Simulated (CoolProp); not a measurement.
Properties of R245ca at several states (Tc = 447.6 K, pc = 3.941 MPa, ω = 0.355).

Model: reference Helmholtz-energy equation of state, Zhou 2016, in CoolProp.

```json
[
 {"T (K)": "322.7", "p (MPa)": "0.199", "phase": "gas", "density (kg/m³)": "10.57", "cp (kJ/(kg K))": "0.9777", "isothermal compressibility (1/MPa)": "5.361", "expansivity (1/kK)": "3.830"},
 {"T (K)": "414.5", "p (MPa)": "0.0106", "phase": "gas", "density (kg/m³)": "0.4128", "cp (kJ/(kg K))": "1.111", "isothermal compressibility (1/MPa)": "94.46", "expansivity (1/kK)": "2.423"},
 {"T (K)": "294.4", "p (MPa)": "1.06", "phase": "liquid", "density (kg/m³)": "1399", "cp (kJ/(kg K))": "1.371", "isothermal compressibility (1/MPa)": "0.001720", "expansivity (1/kK)": "1.766"},
 {"T (K)": "270.5", "p (MPa)": "3.79", "phase": "liquid", "density (kg/m³)": "1462", "cp (kJ/(kg K))": "1.338", "isothermal compressibility (1/MPa)": "0.001248", "expansivity (1/kK)": "1.580"},
 {"T (K)": "273.6", "p (MPa)": "0.0123", "phase": "gas", "density (kg/m³)": "0.7293", "cp (kJ/(kg K))": "0.8385", "isothermal compressibility (1/MPa)": "81.80", "expansivity (1/kK)": "3.731"}
]
```
